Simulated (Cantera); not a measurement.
## Equilibrium for chemical vapour transport: Al + Br2 + O2

Input: 1 mol Al, 1.5 mol Br2, 0.054 mol O2, held at 0.0580 bar.

Method: chemical equilibrium by Gibbs-energy minimisation in Cantera with the NASA 1993 tables (ideal gas, pure condensed phases). Candidate condensed phases: Al, AlBr3, Al2O3, Br2; 14 gas species. Rates play no part.

From 798 K to 1698 K the condensed part is Al2O3(s). The main Al-bearing gas is AlBr3 throughout.

```
T (K)  log p AlBr3  log p Br  log p Br2  log p Al2Br6  log p AlBr  n Al2O3(s)
-----  -----------  --------  ---------  ------------  ----------  ----------
798          -1.31     -4.63      -2.20         -2.61        <-13      0.0360
898          -1.29     -3.93      -2.22         -3.35        <-13      0.0360
998          -1.29     -3.37      -2.23         -3.96        <-13      0.0360
1098         -1.29     -2.92      -2.27         -4.46        <-13      0.0360
1198         -1.29     -2.56      -2.34         -4.88      -11.99      0.0360
1298         -1.30     -2.30      -2.48         -5.23      -10.35      0.0360
1398         -1.31     -2.13      -2.71         -5.53       -8.83      0.0360
1498         -1.32     -2.04      -3.01         -5.79       -7.41      0.0360
1598         -1.32     -1.99      -3.36         -6.01       -6.09      0.0360
1698         -1.33     -1.97      -3.71         -6.19       -4.88      0.0360
```
log p: log10 of the partial pressure in bar; n: condensed amount in mol.
